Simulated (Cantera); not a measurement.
An isothermal, constant-pressure homogeneous reactor starts with CH4 : H2O = 1 : 0.6 (molar parts), at 1973 K and 21800 Torr. Integrator tolerance rtol = 1e-08.

Computed with Cantera and GRI-Mech 3.0 (53 species, 325 reactions). GRI-Mech 3.0 stops at C3 and has no aromatics, soot or wall deposition, so with more carbon than oxygen in the feed, carbon stays in small species such as C2H2 where larger ones or solid carbon would form. The pressure lies above the range GRI-Mech 3.0 was tuned for (to about 10 atm).

Q: What does this change do: CH4 1 to 0.63 parts?

A: 
```
quantity                                              before                                      after
-----------------  -----------------------------------------  -----------------------------------------
x(CH4) at 80.0 s       0.0560 (gas-phase equilibrium 0.0560)      0.0104 (gas-phase equilibrium 0.0105)
x(H2O) at 80.0 s     6.01e-5 (gas-phase equilibrium 6.17e-5)  0.000447 (gas-phase equilibrium 0.000473)
x(C2H2) at 80.0 s      0.0329 (gas-phase equilibrium 0.0329)  0.000987 (gas-phase equilibrium 0.000991)
x(HO2) at 80.0 s       <1e-12 (gas-phase equilibrium <1e-12)      <1e-12 (gas-phase equilibrium <1e-12)
x(H) at 80.0 s     0.000212 (gas-phase equilibrium 0.000212)  0.000217 (gas-phase equilibrium 0.000217)
```
